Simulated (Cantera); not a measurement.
Input: 1 mol Si, 18 mol HBr, 2.5 mol N2, equilibrated at 875 K and 2.70 Pa.

Cantera equilibrium calculation (NASA polynomials, part measured and part estimated; ideal gas, pure solids and liquids). Candidate condensed phases: Br2, Si, Si3N4; 28 gas species. The tables' values for SiBr3 are old estimates; treat these amounts as uncertain. Kinetics and transport are ignored.

Base state: HBr 0.718, N2 0.128, H2 0.103, SiBr4 0.0512, Br 0.000122, SiBr3 2.48e-5 (mole fractions); condensed: gas only.

### Question
What changes in the equilibrium state with this change: temperature from 875 K to 1650 K?

### Answer
```
species    before     after
-------  --------  --------
Br       0.000122     0.419
H2          0.103     0.242
HBr         0.718     0.197
SiBr4      0.0512   1.19e-7
SiBr2     8.88e-6    0.0361
N2          0.128    0.0957
H         3.09e-9   0.00860
SiBr        <1e-9   0.00137
Si          <1e-9  0.000805
Br2       3.55e-7   1.24e-5
```
The tables' values for SiBr, SiBr3 are old estimates; treat these amounts as uncertain.
